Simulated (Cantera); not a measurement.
Input: 1 mol NaCl, 0.44 mol H2, 0.34 mol N2, at 900 K and 7.50 Torr.

Method: chemical equilibrium by Gibbs-energy minimisation in Cantera with the NASA 1993 tables (ideal gas, pure condensed phases). Candidate condensed phases: NH4Cl, Na, NaCl; 17 gas species. Kinetics and transport are ignored.

Base state: H2 0.564, N2 0.436, NaCl 0.000336, Na2Cl2 0.000102 (mole fractions); condensed: NaCl(s).

Problem. What changes in the equilibrium state with this change: NaCl replaced by MgCl2?

Solution. 
```csv
species,before,after
H2,0.564,0.564
N2,0.436,0.436
MgCl2,0,0.000862
NaCl,0.000336,0
Na2Cl2,0.000102,0
"NaCl(s), mol",1.000,0
"MgCl2(s), mol",0,0.999
```
Further candidate phases: Mg, MgCl2.

Problem. What changes in the equilibrium state with this change: temperature from 900 K to 1850 K?

Solution. 
```tsv
species	before	after
NaCl	0.000336	0.512
H2	0.564	0.222
N2	0.436	0.187
Na	1.50e-6	0.0381
HCl	1.50e-6	0.0378
H	<1e-9	0.00254
Cl	<1e-9	0.000328
NaH	<1e-9	1.22e-5
NaCl(s), mol	1.000	0
```
